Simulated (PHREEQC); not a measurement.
**Polishing slurry liquid: speciation**

Dissolve 11 mmol/kgw K2CO3, 0.0014 mmol/kgw H4SiO4 and 39 mmol/kgw CuSO4 at 20 °C. Closed to the air; pH follows from the charge balance.

Computed with PHREEQC (ion-association model, wateq4f.dat).

```yaml
pH: 6.23
ionic_strength: 0.104 mol/kgw
total_alkalinity: 22.0 meq/kg
```

```
species     molality  activity   log γ
----------  --------  --------  ------
SO4-2         0.0280    0.0104  -0.431
K+            0.0207    0.0158  -0.118
Cu+2          0.0121   0.00483  -0.399
CuSO4        0.00965   0.00989   0.010
Cu2(OH)2+2   0.00484   0.00179  -0.430
CuHCO3+      0.00451   0.00352  -0.108
CuCO3        0.00265   0.00271   0.010
CO2          0.00200   0.00205   0.010
HCO3-        0.00184   0.00145  -0.104
KSO4-        0.00134   0.00105  -0.104
Cu(OH)2     0.000287  0.000294   0.010
```

Precipitation was switched off in this run. The solution is supersaturated, for example in Malachite, Brochantite, so a real one may precipitate; this is no full list.
